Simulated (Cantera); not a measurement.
A closed system holds: 1 mol B₂O₃, 0.33 mol NH₃, equilibrated at 1000 Pa.

Equilibrium computed with Cantera from the NASA thermochemical tables; the gas is ideal and each condensed phase is pure. Candidate condensed phases: B, BN, B₂O₃, B₃O₃H₃, H₂O; 39 gas species. Mutual solubility and eutectic melting of coexisting phases are not modelled. Kinetics and transport are ignored. All values below are at 1223 K.

Base state: H₂ 0.749, N₂ 0.250, H₂O 0.000896, HBO₂ 0.000343, HBO 1.89e-5 (mole fractions); condensed: BN(s) + B₂O₃(l).

**Question.** What changes in the equilibrium state with this change: pressure from 1000 Pa to 14000 Pa?

**Answer.** 
```json
[
 {"species": "H₂", "before": "0.749", "after": "0.748"},
 {"species": "N₂", "before": "0.250", "after": "0.249"},
 {"species": "H₂O", "before": "0.000896", "after": "0.00216"},
 {"species": "HBO₂", "before": "0.000343", "after": "0.000142"},
 {"species": "HBO", "before": "1.89e-5", "after": "3.25e-6"},
 {"species": "BN(s), mol", "before": "0.000466", "after": "0.000980"},
 {"species": "B₂O₃(l), mol", "before": "1.000", "after": "0.999"}
]
```
Gases not in the tables: H₃BO₃.
